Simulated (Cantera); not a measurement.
A diamond (100) surface in a fixed gas of H2 with x(CH4) = 0.0035, x(H) = 0.04, at 1350 K, 5500 Pa; coverages are run to steady state.

Model: the Harris–Goodwin 1993 mechanism for the reconstructed diamond (100) surface, integrated in Cantera.

θ: site fractions in the mechanism's names (c6HH fully hydrogenated, c6H* and c6*H radical sites, c6** diradical, c6HM methylated).

| x(CH3) | growth (µm/h) | θ c6HH | θ c6H* | θ c6*H | θ c6** | θ c6HM |
|---|---|---|---|---|---|---|
| 1e-06 | … | 0.349 | 0.0551 | 0.539 | 0.0568 | 8.80e-7 |
| 2.2e-06 | … | 0.349 | 0.0551 | 0.539 | 0.0568 | 1.94e-6 |
| 5e-06 | … | 0.349 | 0.0551 | 0.539 | 0.0568 | 4.40e-6 |
| 1.1e-05 | … | 0.349 | 0.0551 | 0.539 | 0.0568 | 9.68e-6 |
| 2.5e-05 | … | 0.349 | 0.0551 | 0.539 | 0.0568 | 2.20e-5 |
| 5.5e-05 | … | 0.349 | 0.0551 | 0.539 | 0.0568 | 4.84e-5 |
| 0.00012 | … | 0.349 | 0.0551 | 0.539 | 0.0568 | 0.000106 |
| 0.00027 | … | 0.349 | 0.0551 | 0.538 | 0.0567 | 0.000237 |
| 0.00061 | … | 0.349 | 0.0550 | 0.538 | 0.0566 | 0.000536 |

Task: What belongs in the gaps?

Result: 
- 1e-06, growth (µm/h): 0.0272
- 2.2e-06, growth (µm/h): 0.0598
- 5e-06, growth (µm/h): 0.136
- 1.1e-05, growth (µm/h): 0.299
- 2.5e-05, growth (µm/h): 0.679
- 5.5e-05, growth (µm/h): 1.49
- 0.00012, growth (µm/h): 3.26
- 0.00027, growth (µm/h): 7.33
- 0.00061, growth (µm/h): 16.5
